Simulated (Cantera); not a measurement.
A freely propagating, adiabatic, planar premixed flame of H₂ : O₂ : N₂ = 1 : 0.694 : 2.29 (molar parts), equivalence ratio 0.72, unburnt at 623 K and 12000 Pa; mixture-averaged transport, grid criteria slope 0.08 and curve 0.16, no radiation.

Cantera simulation using the H2/O2 subset of GRI-Mech 3.0, which has no nitrogen chemistry; the numbers are that mechanism's predictions, not measurements. Burning velocities carry a grid error of a few per cent, more on coarse grids.

What does this change do: O2 0.694 to 0.55 parts?


```
quantity                    before     after
------------------------  --------  --------
laminar burning velocity  597 cm/s  571 cm/s
thermal thickness          7.37 mm   8.20 mm
peak x(H)                   0.0708    0.0786
peak x(OH)                  0.0201    0.0170
peak x(H₂O₂)               1.11e-6   7.95e-7
```

What does this change do: O2 0.694 to 0.9 parts?


```
quantity                    before     after
------------------------  --------  --------
laminar burning velocity  597 cm/s  610 cm/s
thermal thickness          7.37 mm   6.60 mm
peak x(H)                   0.0708    0.0611
peak x(OH)                  0.0201    0.0210
peak x(H₂O₂)               1.11e-6   1.49e-6
```
Lean hydrogen flames are cellular in practice and burn faster than this planar one.
